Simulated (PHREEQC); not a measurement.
0.05 mol of Iodyrite (AgI) is brought to equilibrium with 1 kg of water holding 0.003 mol NaCl, at 25 °C, the pH being set by adding NaOH or HCl. Oxygen alone is held at its pressure in air (log pO2 = -0.68). CO2 from the air is kept out. The run lets Iodyrite, Cerargyrite, Ag2O precipitate or redissolve, and no other solid.

Model: ion-association model, wateq4f.dat, run in PHREEQC.

```json
[
 {"pH": "5", "dissolved Ag (mol/kgw)": "2.71e-8", "dissolved I (mol/kgw)": "2.71e-8", "Ag(OH)2- (mol/kgw)": "0", "AgOH (mol/kgw)": "0"},
 {"pH": "5.58", "dissolved Ag (mol/kgw)": "2.71e-8", "dissolved I (mol/kgw)": "2.71e-8", "Ag(OH)2- (mol/kgw)": "0", "AgOH (mol/kgw)": "0"},
 {"pH": "6.17", "dissolved Ag (mol/kgw)": "2.71e-8", "dissolved I (mol/kgw)": "2.71e-8", "Ag(OH)2- (mol/kgw)": "0", "AgOH (mol/kgw)": "0"},
 {"pH": "6.75", "dissolved Ag (mol/kgw)": "2.71e-8", "dissolved I (mol/kgw)": "2.71e-8", "Ag(OH)2- (mol/kgw)": "0", "AgOH (mol/kgw)": "(withheld)"},
 {"pH": "7.33", "dissolved Ag (mol/kgw)": "2.71e-8", "dissolved I (mol/kgw)": "2.71e-8", "Ag(OH)2- (mol/kgw)": "0", "AgOH (mol/kgw)": "(withheld)"},
 {"pH": "7.92", "dissolved Ag (mol/kgw)": "2.71e-8", "dissolved I (mol/kgw)": "2.71e-8", "Ag(OH)2- (mol/kgw)": "0", "AgOH (mol/kgw)": "2.81e-13"},
 {"pH": "9.08", "dissolved Ag (mol/kgw)": "2.71e-8", "dissolved I (mol/kgw)": "2.71e-8", "Ag(OH)2- (mol/kgw)": "0", "AgOH (mol/kgw)": "4.06e-12"},
 {"pH": "9.67", "dissolved Ag (mol/kgw)": "2.71e-8", "dissolved I (mol/kgw)": "2.71e-8", "Ag(OH)2- (mol/kgw)": "7.86e-14", "AgOH (mol/kgw)": "(withheld)"},
 {"pH": "10.25", "dissolved Ag (mol/kgw)": "2.71e-8", "dissolved I (mol/kgw)": "2.71e-8", "Ag(OH)2- (mol/kgw)": "1.14e-12", "AgOH (mol/kgw)": "6.01e-11"},
 {"pH": "10.83", "dissolved Ag (mol/kgw)": "2.72e-8", "dissolved I (mol/kgw)": "2.72e-8", "Ag(OH)2- (mol/kgw)": "1.65e-11", "AgOH (mol/kgw)": "2.29e-10"},
 {"pH": "11.42", "dissolved Ag (mol/kgw)": "2.77e-8", "dissolved I (mol/kgw)": "2.77e-8", "Ag(OH)2- (mol/kgw)": "2.53e-10", "AgOH (mol/kgw)": "8.86e-10"},
 {"pH": "12", "dissolved Ag (mol/kgw)": "3.08e-8", "dissolved I (mol/kgw)": "3.08e-8", "Ag(OH)2- (mol/kgw)": "3.55e-9", "AgOH (mol/kgw)": "3.14e-9"}
]
```

Question: Fill in the missing entries.

Answer: 
- 6.75, AgOH (mol/kgw): 1.90e-14
- 7.33, AgOH (mol/kgw): 7.23e-14
- 9.67, AgOH (mol/kgw): 1.58e-11
